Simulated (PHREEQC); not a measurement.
A solution holds 0.055 mol HF, 0.002 mol (CH3)4NF and 3.4e-05 mol H4SiO4 per kg of water, at 25 °C and 300 atm. Closed to the air; pH follows from the charge balance.

Computed with PHREEQC (ion-association model, phreeqc.dat).

```json
[
 {"quantity": "pH", "before": "2.24", "after": "2.72"},
 {"quantity": "ionic strength (mol/kgw)", "before": "0.00834", "after": "0.00407"},
 {"quantity": "HF (mol/kgw)", "before": "0.0474", "after": "0.00872"},
 {"quantity": "F- (mol/kgw)", "before": "0.00709", "after": "0.00385"},
 {"quantity": "HF2- (mol/kgw)", "before": "0.00115", "after": "0.000115"}
]
```

**Question.** Name the change that produced these shifts.
(A) temperature from 25 to 45 °C
(B) HF from 0.055 to 0.011 mol/kgw
(C) diluted 10-fold with water
(D) (CH3)4NF replaced by TMAH at the same molality
(E) H4SiO4 left out

**Answer.** B, HF from 0.055 to 0.011 mol/kgw

Precipitation was switched off in this run. Under pressure, the constants of complexes without a molar volume in the database are unreliable. (CH3)4N+ isn't in the database: it is added as a free cation with an ion size of 4 Å. SiF6-2 is the database's only silicon fluoride.
